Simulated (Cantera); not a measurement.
A freely propagating, adiabatic, planar premixed flame of 9.33 % CO, 10.3 % H2, 14.6 % O2, 65.8 % N2, equivalence ratio 0.67, unburnt at 525 K and 240 Torr; mixture-averaged transport, grid criteria slope 0.08 and curve 0.16, no radiation.

Computed with Cantera and GRI-Mech 3.0 (53 species, 325 reactions). Burning velocities carry a grid error of a few per cent, more on coarse grids.

Predict: laminar burning velocity; thermal thickness; peak x(OH); peak x(H2O2); peak x(O).


```
Quantity                    Result
------------------------  --------
laminar burning velocity  181 cm/s
thermal thickness          2.50 mm
peak x(OH)                 0.00724
peak x(H2O2)               1.17e-5
peak x(O)                   0.0113
```
